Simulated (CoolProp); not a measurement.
Vapour-liquid equilibrium of dimethyl ether (1) + n-hexane (2) at 300.5 K; x and y are mole fractions of (1).

Model: multi-fluid Helmholtz-energy mixture model, Wu 2011 and Thol 2019; pair parameters Bell 2016, in CoolProp.

Task: Give the bubble pressure and the first vapour's composition at x = 0.2, 0.65, 0.95. Is there an azeotrope?

Result: x = 0.2: 1.776 bar, y = 0.890; x = 0.65: 4.372 bar, y = 0.972; x = 0.95: 5.988 bar, y = 0.996. No azeotrope shows between x = 0.05 and 0.95.

Pair parameters are fitted to limited data, so mixtures are less certain than the pure fluids.
